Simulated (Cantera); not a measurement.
Input (Python, Cantera) and output of one run.

```python
import numpy as np
import cantera as ct

gas_names = [...]  # 123 gases of nasa_gas.yaml made of C, H, O, Si
cond_names = """
    C(gr) C6H6(L) C7H8(L) C8H18(L),n-octa H2O(s) H2O(L) Si(cr) Si(L) SiC(b) SiO2(Lqz) SiO2(hqz) SiO2(L)
""".split()


# ... load() reads the species with a 1 bar reference pressure and builds the phases ...
atoms = {
    'SiC': {'Si': 1, 'C': 1},
    'O2': {'O': 2},
    'H2': {'H': 2},
}
top_T = {'C(gr)': 4500, 'SiC(b)': 3050}  # K; cautious upper limits of use, not melting points


# ... equilibrate(T, P, feed) seeds the gas with the atoms and calls Mixture.equilibrate('TP', solver="vcs", rtol=1e-11, max_steps=5000) ...
results = []
feed = {'SiC': 1, 'O2': 2.7, 'H2': 30}  # mol
P = 100000  # Pa
for T in [1023, 1123, 1223, 1323, 1423, 1523, 1623, 1723, 1823, 1923, 2023, 2123, 2223]:
    mix = equilibrate(T, P, feed)
    results.append((T, P, feed, dict(zip(mix.species_names, mix.species_moles))))

top = {s: max(r[3][s] / sum(r[3][g] for g in gas_names) for r in results) for s in gas_names}
cols = sorted((s for s in top if top[s] > 1e-06), key=lambda s: -top[s])[:9]
seen = [c for c in cond_names if any(r[3].get(c, 0) > 1e-12 for r in results)]
print("log10 of partial pressures in bar; condensed amounts in mol")
print(f"{'T/K':>10s}" + "".join(f"{s[:9]:>10s}" for s in cols + seen))
for T, P, feed, n in results:
    ng = sum(n[g] for g in gas_names)
    print(f"{T:10.4g}" + "".join(f"{np.log10(max(n[s] / ng * P / 1e5, 1e-99)):10.3f}" for s in cols)
          + "".join(f"{n.get(c, 0):10.4g}" for c in seen))
```

It prints:

```
log10 of partial pressures in bar; condensed amounts in mol
       T/K        H2       H2O        CO       SiO         H       CH4       CO2        OH      SiO2 SiO2(hqz)   SiO2(L)
      1023    -0.052    -1.099    -1.601   -16.600    -8.409    -2.345    -2.531   -12.036   -21.328         1         0
      1123    -0.050    -1.121    -1.531   -14.073    -7.396    -3.272    -2.640   -10.755   -18.615         1         0
      1223    -0.050    -1.121    -1.517   -11.988    -6.547    -4.117    -2.752    -9.663   -16.350         1         0
      1323    -0.050    -1.119    -1.511   -10.227    -5.825    -4.844    -2.849    -8.734   -14.431         1         0
      1423    -0.050    -1.118    -1.507    -8.719    -5.203    -5.469    -2.931    -7.934   -12.786         1         0
      1523    -0.050    -1.117    -1.505    -7.415    -4.661    -6.012    -3.001    -7.239   -11.359         1         0
      1623    -0.050    -1.116    -1.503    -6.276    -4.185    -6.487    -3.061    -6.630   -10.112         1         0
      1723    -0.050    -1.116    -1.502    -5.277    -3.764    -6.906    -3.113    -6.091    -9.015         0    0.9998
      1823    -0.050    -1.115    -1.501    -4.402    -3.388    -7.277    -3.158    -5.610    -8.052         0    0.9988
      1923    -0.051    -1.114    -1.500    -3.624    -3.051    -7.611    -3.196    -5.179    -7.193         0    0.9926
      2023    -0.052    -1.109    -1.500    -2.932    -2.747    -7.916    -3.226    -4.787    -6.422         0    0.9636
      2123    -0.056    -1.091    -1.502    -2.324    -2.473    -8.215    -3.238    -4.416    -5.727         0    0.8521
      2223    -0.067    -1.043    -1.508    -1.815    -2.227    -8.545    -3.212    -4.043    -5.097         0    0.5165
```

These are equilibrium values from Cantera (NASA tables, ideal gas, pure condensed phases), not measurements of a reactor. The tables hold silica as quartz up to 1696 K and as liquid above; real silica turns to tridymite and cristobalite and melts near 1996 K. Gases not in the tables: Si(OH)4.
